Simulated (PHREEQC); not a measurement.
Consider water at 25 °C with 0.006 mol CuSO4, 0.0025 mol HCl and 0.069 mol KCl per kg of water. It is in equilibrium with CO2 at log p = -3.4 (atm). Otherwise closed; pH follows from the charge balance.

Computed with PHREEQC (ion-association model, phreeqc.dat).

No solid was allowed to form.

What pH does the model give?

pH 2.75.

In which forms is S present?

SO4-2 70 %, KSO4- 13 %, CuSO4 11 %, HSO4- 6.0 % of the S.

Species that the database lacks are ignored.
